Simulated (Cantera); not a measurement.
A freely propagating, adiabatic, planar premixed flame of H2 : O2 : N2 = 1 : 0.455 : 1.71 (molar parts), equivalence ratio 1.1, unburnt at 550 K and 1.80 bar; mixture-averaged transport, grid criteria slope 0.08 and curve 0.16, no radiation.

Cantera simulation using the H2/O2 subset of GRI-Mech 3.0, which has no nitrogen chemistry; the numbers are that mechanism's predictions, not measurements. Burning velocities carry a grid error of a few per cent, more on coarse grids.

Predict: laminar burning velocity; thermal thickness; peak x(H); peak x(H2O2); peak x(HO2).


| Property | Result |
|---|---|
| laminar burning velocity | 690 cm/s |
| thermal thickness | 0.212 mm |
| peak x(H) | 0.0556 |
| peak x(H2O2) | 3.77e-5 |
| peak x(HO2) | 0.000512 |
